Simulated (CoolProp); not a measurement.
Vapour-liquid equilibrium of benzene (1) + n-heptane (2) at 69.35 °C; x and y are mole fractions of (1).

Computed with CoolProp (multi-fluid Helmholtz-energy mixture model, Thol 2012 and Span 2003; pair parameters Bell 2016).

```json
[
 {"x": "0.05", "bubble pressure, mixture model (MPa)": "___", "bubble pressure, Raoult's law (MPa)": "0.04120", "y, mixture model": "0.110", "y, Raoult's law": "0.087"},
 {"x": "0.125", "bubble pressure, mixture model (MPa)": "0.04642", "bubble pressure, Raoult's law (MPa)": "0.04363", "y, mixture model": "0.249", "y, Raoult's law": "0.206"},
 {"x": "0.2", "bubble pressure, mixture model (MPa)": "0.05026", "bubble pressure, Raoult's law (MPa)": "0.04606", "y, mixture model": "0.362", "y, Raoult's law": "0.312"},
 {"x": "0.275", "bubble pressure, mixture model (MPa)": "0.05380", "bubble pressure, Raoult's law (MPa)": "0.04849", "y, mixture model": "0.454", "y, Raoult's law": "0.408"},
 {"x": "0.35", "bubble pressure, mixture model (MPa)": "0.05700", "bubble pressure, Raoult's law (MPa)": "0.05092", "y, mixture model": "0.531", "y, Raoult's law": "0.495"},
 {"x": "0.425", "bubble pressure, mixture model (MPa)": "0.05985", "bubble pressure, Raoult's law (MPa)": "0.05334", "y, mixture model": "0.597", "y, Raoult's law": "0.573"},
 {"x": "0.5", "bubble pressure, mixture model (MPa)": "___", "bubble pressure, Raoult's law (MPa)": "0.05577", "y, mixture model": "0.654", "y, Raoult's law": "0.645"},
 {"x": "0.575", "bubble pressure, mixture model (MPa)": "0.06457", "bubble pressure, Raoult's law (MPa)": "0.05820", "y, mixture model": "___", "y, Raoult's law": "0.711"},
 {"x": "0.65", "bubble pressure, mixture model (MPa)": "0.06649", "bubble pressure, Raoult's law (MPa)": "0.06063", "y, mixture model": "0.753", "y, Raoult's law": "0.771"},
 {"x": "0.725", "bubble pressure, mixture model (MPa)": "___", "bubble pressure, Raoult's law (MPa)": "0.06306", "y, mixture model": "0.800", "y, Raoult's law": "0.827"},
 {"x": "0.8", "bubble pressure, mixture model (MPa)": "0.06958", "bubble pressure, Raoult's law (MPa)": "0.06548", "y, mixture model": "___", "y, Raoult's law": "0.879"},
 {"x": "0.875", "bubble pressure, mixture model (MPa)": "0.07075", "bubble pressure, Raoult's law (MPa)": "0.06791", "y, mixture model": "0.899", "y, Raoult's law": "0.927"},
 {"x": "0.95", "bubble pressure, mixture model (MPa)": "0.07160", "bubble pressure, Raoult's law (MPa)": "0.07034", "y, mixture model": "0.956", "y, Raoult's law": "0.972"}
]
```

Complete the blanks.


- 0.05, bubble pressure, mixture model (MPa): 0.04236
- 0.5, bubble pressure, mixture model (MPa): 0.06237
- 0.575, y, mixture model: 0.705
- 0.725, bubble pressure, mixture model (MPa): 0.06816
- 0.8, y, mixture model: 0.848

The largest gap from Raoult's law is +12.2 % in bubble pressure, at x = 0.425. No azeotrope shows between x = 0.05 and 0.95.

Pair parameters are fitted to limited data, so mixtures are less certain than the pure fluids.
